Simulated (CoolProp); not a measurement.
Vapour-liquid equilibrium of CHF3 (R23) (1) + R152A (2) at 0.545 MPa; x and y are mole fractions of (1).

Values from CoolProp's multi-fluid Helmholtz-energy mixture model, Penoncello 2003 and Outcalt 1996; pair parameters Bell 2016.

| x | bubble temperature (K) | y at the bubble point | dew temperature at overall composition x (K) | liquid density (mol/L) |
|---|---|---|---|---|
| 0.05 | 287.7 | 0.223 | 293.6 | 14.09 |
| 0.2 | 269.1 | 0.632 | 288.5 | 15.07 |
| 0.35 | 255.7 | 0.817 | 282.8 | 15.90 |
| 0.5 | 245.8 | 0.906 | 276.2 | 16.64 |
| 0.65 | 238.3 | 0.953 | 268.0 | 17.30 |
| 0.8 | 232.5 | 0.979 | 257.2 | 17.90 |
| 0.95 | 227.8 | 0.996 | 238.8 | 18.43 |

No azeotrope shows between x = 0.05 and 0.95.

Pair parameters are fitted to limited data, so mixtures are less certain than the pure fluids.
